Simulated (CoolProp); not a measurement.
Saturation properties of carbon monoxide (Tc = -140.3 °C, pc = 3.498 MPa, ω = 0.050).

The numbers come from the reference Helmholtz-energy equation of state, Lemmon 2006 in CoolProp. It is a short technical equation, of lower accuracy than the large ones.

```
T (°C)   p (MPa)  vapour density (kg/m³)  liquid cp (kJ/(kg K))
-------  -------  ----------------------  ---------------------
-185.65   0.1881                   7.738                  2.171
-183.65   0.2277                   9.249                  2.184
-181.55   0.2757                   11.07                  2.201
-179.55   0.3279                   13.04                  2.220
-177.55   0.3871                   15.27                  2.243
-175.45   0.4573                   17.91                  2.270
-173.45   0.5324                   20.75                  2.301
-171.45   0.6160                   23.93                  2.336
-169.35   0.7136                   27.69                  2.380
-167.35   0.8165                   31.70                  2.428
-165.35   0.9296                   36.18                  2.484
-163.25    1.060                   41.47                  2.555
-161.25    1.196                   47.14                  2.635
-159.25    1.344                   53.52                  2.731
-157.15    1.513                   61.10                  2.856
```

It boils at -191.5 °C under 1 atm.
